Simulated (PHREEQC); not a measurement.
Synthetic water in mg/kgw, 20 °C, pH 6.19, pe 9.6: Na 0.197; K 0.0302; Ca 0.0581; Mg 0.03; Cl 0.349; S(6) as SO4 0.174; Alkalinity as HCO3 0.0617; Li 1.74e-05; Ni 0.00168; B 0.00353.

Valence states are taken as typed.

Equilibrium calculation in PHREEQC: ion-association model, wateq4f.dat.

| Quantity | Value |
|---|---|
| ionic strength | 1.98e-5 mol/kgw |
| charge-balance error | 0.9 % |

```
species  molality  activity   log γ
-------  --------  --------  ------
Cl-       9.84e-6   9.79e-6  -0.002
Na+       8.57e-6   8.53e-6  -0.002
CO2       2.55e-6   2.55e-6   0.000
SO4-2     1.81e-6   1.77e-6  -0.009
HCO3-     1.65e-6   1.64e-6  -0.002
Ca+2      1.45e-6   1.42e-6  -0.009
Mg+2      1.23e-6   1.21e-6  -0.009
K+        7.72e-7   7.68e-7  -0.002
H+        6.49e-7   6.46e-7  -0.002
H3BO3     3.26e-7   3.26e-7   0.000
```

This is a speciation only: nothing precipitates in the calculation.
